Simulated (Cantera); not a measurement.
Adiabatic ignition

An adiabatic, constant-pressure homogeneous reactor starts with 9.92 % CO, 10.9 % H2, 13.5 % O2, 52.8 % N2, 12.9 % H2O, at 1425 K and 195 Torr.

Detailed kinetics in Cantera: GRI-Mech 3.0 (53 species, 325 reactions).

```
t (s)     T (K)    x CO    x H2    x O2     x N2O    x HO2  x H2O     x NO2
--------  -----  ------  ------  ------  --------  -------  -----  --------
9.00e-6    1425  0.0992   0.109   0.135    <1e-12  8.66e-8  0.129    <1e-12
3.03e-5    1425  0.0992   0.109   0.135  1.08e-12  4.79e-7  0.129    <1e-12
0.000102   1513  0.0859  0.0264  0.0857   1.68e-8  1.63e-5  0.186  3.16e-11
0.000343   1937  0.0389  0.0270  0.0584   3.10e-8  5.92e-6  0.193  7.54e-10
0.00116    2273  0.0337  0.0184  0.0511   6.02e-8  3.34e-6  0.218   7.47e-9
0.00389    2466  0.0257  0.0120  0.0453   1.59e-7  4.47e-6  0.233   1.14e-7
0.0131     2476  0.0251  0.0116  0.0442   1.72e-7  4.55e-6  0.234   4.91e-7
0.0441     2472  0.0250  0.0116  0.0425   1.85e-7  4.37e-6  0.234   1.28e-6
0.149      2469  0.0250  0.0116  0.0415   1.98e-7  4.27e-6  0.235   1.70e-6
0.500      2469  0.0250  0.0116  0.0415   1.98e-7  4.27e-6  0.235   1.71e-6
```
x: mole fraction; the columns are a selection and need not sum to one.

```
Property                                                           Value
---------------------------------  -------------------------------------
time of steepest temperature rise                                95.4 µs
temperature at 0.500 s                                            2469 K
equilibrium temperature                                           2469 K
x(CO) at 0.500 s                   0.0250 (gas-phase equilibrium 0.0250)
x(H2) at 0.500 s                   0.0116 (gas-phase equilibrium 0.0116)
x(O2) at 0.500 s                   0.0415 (gas-phase equilibrium 0.0415)
```
